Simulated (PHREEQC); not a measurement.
A made-up water analysis in mg/kgw, 25 °C, pH 6.57, pe 12.9: Na 910; K 168; Ca 1.12; Mg 25.2; Cl 3140; S(6) as SO4 23.3; Alkalinity as HCO3 68.1; B 0.134.

Valence states are taken as typed.

All values are PHREEQC results (ion-association model, wateq4f.dat), not measurements.

This is a speciation only: nothing precipitates in the calculation.

Predict the charge-balance error.

charge-balance error -32.5 %.

In which forms is C present?

HCO3- 66 %, CO2 32 %, NaHCO3 0.9 % of the C.
